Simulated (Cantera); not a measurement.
Mixture: C3H8 : O2 : N2 : H2O = 1 : 5.56 : 20.9 : 1.9 (molar parts), equivalence ratio 0.90, at 9.87 atm, adiabatic and at constant pressure. Ignition delay is the time to a rise of 400 K.

Model: GRI-Mech 3.0 (53 species, 325 reactions), integrated in Cantera. GRI-Mech 3.0 was tuned for natural gas; its chemistry of propane as a main component is partial and can be far from experiment.

Question: At T0 = 1525 K, what is the delay, and which 8 reactions control it most (d ln τ / d ln k, from doubling and halving each rate constant)?

Answer: The delay is 16.4 µs.
| reaction | d ln τ / d ln k | faster rate |
|---|---|---|
| C2H5 + CH3 (+M) <=> C3H8 (+M) | -0.47 | shortens it |
| H + O2 <=> O + OH | -0.31 | shortens it |
| CH3 + HO2 <=> CH3O + OH | -0.31 | shortens it |
| C3H8 + H <=> C3H7 + H2 | 0.23 | lengthens it |
| 2 CH3 (+M) <=> C2H6 (+M) | 0.20 | lengthens it |
| C2H4 + OH <=> C2H3 + H2O | -0.16 | shortens it |
| C3H8 + OH <=> C3H7 + H2O | 0.15 | lengthens it |
| C2H5 + O2 <=> C2H4 + HO2 | -0.12 | shortens it |
